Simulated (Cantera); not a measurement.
An adiabatic, constant-volume homogeneous reactor starts with CH₄ : C₂H₆ : O₂ : N₂ = 1 : 0.083 : 1.91 : 7.18 (molar parts), at 1175 K and 7500 Torr. Integrator tolerance rtol = 1e-08.

Cantera simulation using GRI-Mech 3.0 (53 species, 325 reactions); the numbers are that mechanism's predictions, not measurements. Above 3000 K some thermodynamic fits are extrapolated.

### Question
What does this change do: constant pressure in place of constant volume?

### Answer
| quantity | before | after |
|---|---|---|
| time of steepest temperature rise | 1.46 ms | 1.55 ms |
| temperature at 2.00 s | 3021 K | 2743 K |
| equilibrium temperature | 3021 K | 2743 K |
| x(CH₄) at 2.00 s | 2.99e-12 (gas-phase equilibrium 3.54e-12) | <1e-12 (gas-phase equilibrium <1e-12) |
| x(C₂H₆) at 2.00 s | <1e-12 (gas-phase equilibrium <1e-12) | <1e-12 (gas-phase equilibrium <1e-12) |
| x(O₂) at 2.00 s | 0.00327 (gas-phase equilibrium 0.00327) | 0.00153 (gas-phase equilibrium 0.00153) |
| x(H₂O) at 2.00 s | 0.173 (gas-phase equilibrium 0.173) | 0.180 (gas-phase equilibrium 0.180) |
| x(OH) at 2.00 s | 0.0113 (gas-phase equilibrium 0.0113) | 0.00638 (gas-phase equilibrium 0.00638) |
| x(CH₂CO) at 2.00 s | <1e-12 (gas-phase equilibrium <1e-12) | <1e-12 (gas-phase equilibrium <1e-12) |
| x(NO) at 2.00 s | 0.00563 (gas-phase equilibrium 0.00563) | 0.00268 (gas-phase equilibrium 0.00268) |
